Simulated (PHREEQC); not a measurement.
Dissolve 0.0024 mol ZnSO4, 0.0008 mol KCl and 0.00012 mol H2SO4 per kg of water at 55 °C. Closed to the air; pH follows from the charge balance.

All values are PHREEQC results (ion-association model, wateq4f.dat), not measurements.

Precipitation was switched off in this run.

Task: What pH, ionic strength does the model give?

Result: pH 3.76; ionic strength 0.00865 mol/kgw.

Task: In which forms is K present?

Result: K+ 99 %, KSO4- 1.5 % of the K.

Complexes and solids missing from the database can't appear. Constants without temperature data keep their 25 °C values here.
